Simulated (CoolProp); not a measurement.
Vapour-liquid equilibrium of R1234yf (1) + R152A (2) at 1390 kPa; x and y are mole fractions of (1).

Model: multi-fluid Helmholtz-energy mixture model, Lemmon 2022 and Outcalt 1996; pair parameters Bell 2023, in CoolProp.

```tsv
x	bubble temperature, mixture model (°C)	bubble temperature, Raoult's law (°C)	y, mixture model	y, Raoult's law
0.05	55.9	56.6	0.063	0.055
0.125	54.9	56.3	0.149	0.136
0.2	54.1	56.0	0.229	0.215
0.275	53.4	55.7	0.303	0.294
0.35	52.9	55.4	0.375	0.372
0.425	52.6	55.1	0.444	0.448
0.5	52.3	54.8	0.513	0.524
0.575	52.1	54.5	0.582	0.598
0.65	52.1	54.1	0.651	0.672
0.725	52.1	53.8	0.723	0.744
0.8	52.2	53.5	0.795	0.815
0.875	52.3	53.3	0.870	0.885
0.95	52.6	53.0	0.947	0.954
```

The largest gap from Raoult's law is -2.5 K in bubble temperature, at x = 0.425. y crosses x between x = 0.65 and 0.725: the model has an azeotrope there.

Pair parameters are fitted to limited data, so mixtures are less certain than the pure fluids.
